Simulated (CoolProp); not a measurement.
Vapour pressure (MPa) of c-C4F8 (RC318): the reference equation beside estimates from Tc = 115.2 °C, pc = 2.778 MPa, ω = 0.355. Clausius-Clapeyron is anchored at 13.15 °C with a constant enthalpy of vaporisation of 21.87 kJ/mol.

Model: reference Helmholtz-energy equation of state, Platzer 1990, in CoolProp. This equation is an older, rougher fit; its heat capacities, sound speeds and derivatives of the liquid may be far off and weren't checked against measurements.

```csv
T (°C),reference,Clausius-Clapeyron,Redlich-Kwong,Peng-Robinson
-30.95,0.03163,0.03944,0.08437,0.03228
-19.95,0.05466,0.06322,0.1293,0.05520
-8.95,0.08943,0.09743,0.1899,0.08964
2.05,0.1396,0.1450,0.2690,0.1392
13.15,0.2101,0.2101,0.3704,0.2089
24.15,0.3041,0.2951,0.4950,0.3019
35.15,0.4270,0.4047,0.6463,0.4240
46.15,0.5841,0.5430,0.8269,0.5808
57.15,0.7808,0.7143,1.039,0.7781
```

Absolute difference from the reference over all 9 rows, mean and median: Clausius-Clapeyron 8.5 and 7.0 %, Redlich-Kwong 85.9 and 76.3 %, Peng-Robinson 0.7 and 0.6 %.
